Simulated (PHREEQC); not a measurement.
Solution (25 °C): 0.345 mol CdCl2, 6.5e-05 mol NiCl2, 0.00068 mol NaHCO3 and 0.00051 mol NaCl per kg of water. Closed to the air; pH follows from the charge balance.

Computed with PHREEQC (ion-association model, wateq4f.dat).

Precipitation was switched off in this run.

Problem. Order these Ni species by the share of Ni that they hold, largest first: Ni+2, NiCl2, NiCO3, NiHCO3+, NiCl+.

Solution. Ni+2 (75 %), NiCl+ (13 %), NiCO3 (6.1 %), NiCl2 (5.3 %), NiHCO3+ (1.1 %)

Problem. Order these Cd species by the share of Cd that they hold, largest first: CdCl2, Cd+2, CdCl+, CdCl3-.

Solution. CdCl+ (58 %), CdCl2 (28 %), Cd+2 (9.1 %), CdCl3- (4.4 %)

The pH is 6.50 and the ionic strength 0.296 mol/kgw. Examples of supersaturated solids here: Otavite, CdOHCl. Others may be too. Species that the database lacks are ignored.
